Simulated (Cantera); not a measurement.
Input: 1 mol CH4, 0.033 mol H2O, 16 mol H2, at 1 atm.

Cantera equilibrium calculation (NASA polynomials, part measured and part estimated; ideal gas, pure solids and liquids). Candidate condensed phases: C, C6H6, C7H8, C8H18, H2O; 131 gas species. Ions and electrons are included (thermal ionisation). Kinetics and transport are ignored. All values below are at 2227 °C.

Base state: H2 0.963, H 0.0245, C2H2 (acetylene) 0.0104, CO 0.00180, CH4 0.000141, CH3 6.45e-5, C4H2 4.65e-5, C2H 1.90e-5 (mole fractions); condensed: C(graphite).

**Question.** What changes in the equilibrium state with this change: pressure from 1 atm to 0.00850 bar?

**Answer.** 
| species | before | after |
|---|---|---|
| H2 | 0.963 | 0.753 |
| H | 0.0245 | 0.237 |
| C2H2 (acetylene) | 0.0104 | 0.00815 |
| CH4 | 0.000141 | 7.24e-7 |
| C | 1.64e-7 | 1.96e-5 |
| C3 | 4.91e-7 | 5.85e-5 |
| CH3 | 6.45e-5 | 4.09e-6 |
| C2H | 1.90e-5 | 0.000184 |
| C(graphite), mol | 0.577 | 0.618 |
